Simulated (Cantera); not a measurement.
What does this Cantera script print?

```python
import numpy as np
import cantera as ct

gas = ct.Solution("gri30.yaml")
gas.TPX = 1448, 8900, {'CH4': 1, 'N2': 1.5}
reactor = ct.IdealGasConstPressureReactor(gas, energy="off", clone=False)
net = ct.ReactorNet([reactor])
net.rtol, net.atol = 1e-08, 1e-18
show = ['CH4', 'C2H6', 'CH3', 'H2', 'C2H']
times = np.geomspace(0.0007, 3, 10)

steps = ct.SolutionArray(gas, extra=["t"])
rows = []
print(f"{'t/s':>10s}{'T/K':>9s}{'P/Pa':>11s}" + "".join(f"{s:>11s}" for s in show))
for t in times:
    while net.time < t:
        t_next = net.step()
        steps.append(gas.state, t=t_next)
    rows.append([np.interp(t, steps.t, y) for y in (steps.T, steps.P, *steps(*show).X.T)])
    print(f"{t:10.3e}{rows[-1][0]:9.1f}{rows[-1][1]:11.4g}" + "".join(f"{x:11.3e}" for x in rows[-1][2:]))
rate = np.gradient(steps.T, steps.t)
print("integrator steps:", len(steps.t))
if steps.T.max() > steps.T[0] + 200:
    print(f"time of steepest temperature rise: {steps.t[rate.argmax()]:.4e} s")
gas.TPX = 1448, 8900, {'CH4': 1, 'N2': 1.5}
gas.equilibrate("TP")
print(f"equilibrium (TP): T = {gas.T:.1f} K  " + "  ".join(f"{s} {gas[s].X[0]:.3e}" for s in show))
```

Output:

```
       t/s      T/K       P/Pa        CH4       C2H6        CH3         H2        C2H
 7.000e-04   1448.0       8900  4.000e-01  1.111e-08  8.835e-06  4.433e-06  3.358e-20
 1.773e-03   1448.0       8900  4.000e-01  1.717e-07  2.210e-05  1.137e-05  3.705e-18
 4.490e-03   1448.0       8900  3.999e-01  2.398e-06  5.208e-05  3.068e-05  4.015e-16
 1.137e-02   1448.0       8900  3.998e-01  2.235e-05  9.912e-05  9.740e-05  2.201e-14
 2.880e-02   1448.0       8900  3.994e-01  1.018e-04  1.519e-04  3.675e-04  3.389e-13
 7.293e-02   1448.0       8900  3.977e-01  2.824e-04  2.231e-04  1.617e-03  4.246e-12
 1.847e-01   1448.0       8900  3.911e-01  4.697e-04  2.776e-04  7.438e-03  4.874e-11
 4.677e-01   1448.0       8900  3.721e-01  4.019e-04  2.583e-04  2.666e-02  2.979e-10
 1.185e+00   1448.0       8900  3.346e-01  2.536e-04  2.100e-04  6.768e-02  8.753e-10
 3.000e+00   1448.0       8900  2.738e-01  1.377e-04  1.600e-04  1.337e-01  1.708e-09
integrator steps: 934
equilibrium (TP): T = 1448.0 K  CH4 1.100e-02  C2H6 7.983e-07  CH3 1.068e-05  H2 4.158e-01  C2H 6.029e-09
```

Detailed kinetics in Cantera: GRI-Mech 3.0 (53 species, 325 reactions). GRI-Mech 3.0 stops at C3 and has no aromatics, soot or wall deposition, so with more carbon than oxygen in the feed, carbon stays in small species such as C2H2 where larger ones or solid carbon would form.
